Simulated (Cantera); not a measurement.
A perfectly stirred reactor is fed with CH₄ : C₂H₆ : C₃H₈ : O₂ : N₂ = 1 : 0.56 : 0.039 : 2.97 : 29.7 (molar parts), equivalence ratio 1.4, at 1.00 bar; it is adiabatic with a 550 K inlet, and is followed from long to short residence time, starting on the burning branch (τ in s: 0.27, 0.069, 0.018, 0.0046, 0.0012, 0.0003, 7.8e-05, 2e-05, 5.2e-06).

Computed with Cantera and GRI-Mech 3.0 (53 species, 325 reactions).

Task: What does this change do: N2 29.7 to 47 parts?

Result: 
| quantity | before | after |
|---|---|---|
| blow-out, bracketed by the residence times tried | burning at 69.0 ms, out at 18.0 ms | not reached |
| x(CH₄) at τ = 0.270 s | 0.00252 | 0.0194 |
| x(C₂H₆) at τ = 0.270 s | 6.23e-5 | 0.0109 |
| x(C₃H₈) at τ = 0.270 s | 1.16e-6 | 0.000756 |
| x(CH₂O) at τ = 0.270 s | 7.94e-6 | <1e-12 |
| x(CO) at τ = 0.270 s | 0.0285 | <1e-12 |
| x(CH₄) at τ = 1.20 ms | 0.0292 | 0.0194 |
| x(C₂H₆) at τ = 1.20 ms | 0.0163 | 0.0109 |
| x(C₃H₈) at τ = 1.20 ms | 0.00114 | 0.000756 |
| x(CH₂O) at τ = 1.20 ms | <1e-12 | <1e-12 |
| x(CO) at τ = 1.20 ms | <1e-12 | <1e-12 |
| state | not reached | not burning at any residence time tried |

Task: What does this change do: pressure from 1.00 bar to 5.00 bar?

Result: 
```csv
quantity,before,after
"blow-out, bracketed by the residence times tried","burning at 69.0 ms, out at 18.0 ms","burning at 18.0 ms, out at 4.60 ms"
x(CH₄) at τ = 0.270 s,0.00252,0.00421
x(C₂H₆) at τ = 0.270 s,6.23e-5,6.23e-5
x(C₃H₈) at τ = 0.270 s,1.16e-6,1.03e-6
x(CH₂O) at τ = 0.270 s,7.94e-6,1.11e-5
x(CO) at τ = 0.270 s,0.0285,0.0246
x(CH₄) at τ = 1.20 ms,0.0292,0.0292
x(C₂H₆) at τ = 1.20 ms,0.0163,0.0163
x(C₃H₈) at τ = 1.20 ms,0.00114,0.00114
x(CH₂O) at τ = 1.20 ms,<1e-12,<1e-12
x(CO) at τ = 1.20 ms,<1e-12,<1e-12
```
